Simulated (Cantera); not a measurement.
# Counterflow diffusion flame

A counterflow diffusion flame at 1.00 atm, nozzles 20 mm apart: fuel side 100 % CH4 at 500 K, oxidiser side 26.0 % O2, 74.0 % N2 at 723 K, fuel mass flux 0.73 times the oxidiser's; mixture-averaged transport, no radiation.

Detailed kinetics in Cantera: GRI-Mech 3.0 (53 species, 325 reactions). GRI-Mech 3.0 has no aromatics or soot, which form on the fuel side of real flames. The maximum strain rate includes the flame's own expansion and is several times the mean.

| oxidiser flux (kg/m²/s) | max strain (1/s) | mean strain (1/s) | T max (K) | peak x OH | peak x H | peak x NO | peak x CO | peak x C2H2 |
|---|---|---|---|---|---|---|---|---|
| 0.25 | 237 | 48.9 | 2403 | 0.0158 | 0.00715 | 0.000710 | 0.0940 | 0.0232 |
| 0.33 | 304 | 64.5 | 2384 | 0.0159 | 0.00743 | 0.000636 | 0.0922 | 0.0227 |
| 0.42 | 378 | 82.1 | 2367 | 0.0158 | 0.00764 | 0.000580 | 0.0906 | 0.0222 |
| 0.54 | 473 | 106 | 2354 | 0.0158 | 0.00788 | 0.000532 | 0.0891 | 0.0217 |
| 0.69 | 591 | 135 | 2344 | 0.0158 | 0.00813 | 0.000492 | 0.0878 | 0.0212 |
| 0.89 | 745 | 174 | 2333 | 0.0157 | 0.00838 | 0.000453 | 0.0864 | 0.0206 |
| 1.1 | 904 | 215 | 2325 | 0.0156 | 0.00859 | 0.000422 | 0.0854 | 0.0201 |
| 1.5 | 1200 | 293 | 2312 | 0.0154 | 0.00884 | 0.000375 | 0.0839 | 0.0192 |
| 1.9 | 1490 | 371 | 2300 | 0.0152 | 0.00898 | 0.000337 | 0.0828 | 0.0185 |
| 2.4 | 1850 | 469 | 2286 | 0.0149 | 0.00909 | 0.000299 | 0.0817 | 0.0177 |
x: mole fraction; the columns are a selection and need not sum to one.
